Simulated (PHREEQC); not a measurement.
# Metal-bearing waste water: speciation

Solution (80 °C): 0.0062 mol/kgw MnSO4, 0.023 mol/kgw HCl and 0.15 mol/kgw Na2SO4. Closed to the air; pH follows from the charge balance.

Model: ion-association model, wateq4f.dat, run in PHREEQC.

Each row changes one thing in this solution. This is a speciation only: nothing precipitates in the calculation.

| case | pH | ionic strength (mol/kgw) | SO4-2 (mol/kgw) | HSO4- (mol/kgw) | MnSO4 (mol/kgw) | Mn+2 (mol/kgw) |
|---|---|---|---|---|---|---|
| as made | 2.75 | 0.371 | 0.0969 | 0.0207 | 0.00398 | 0.00218 |
| Na2SO4 left out | 1.80 | 0.0361 | 0.00121 | 0.00436 | 0.000628 | 0.00533 |
| Na2SO4 from 0.15 to 0.225 mol/kgw | 2.86 | 0.536 | 0.142 | 0.0211 | ? | 0.00208 |
| Na2SO4 from 0.15 to 0.075 mol/kgw | 2.55 | 0.197 | 0.0469 | 0.0194 | 0.00365 | 0.00249 |
| Na2SO4 replaced by K2SO4 at the same molality | 2.67 | 0.329 | 0.0755 | ? | 0.00376 | 0.00239 |

Task: Some entries are withheld; supply them.

Result: 
- Na2SO4 from 0.15 to 0.225 mol/kgw, MnSO4 (mol/kgw): 0.00408
- Na2SO4 replaced by K2SO4 at the same molality, HSO4- (mol/kgw): 0.0202

Constants without temperature data keep their 25 °C values here.
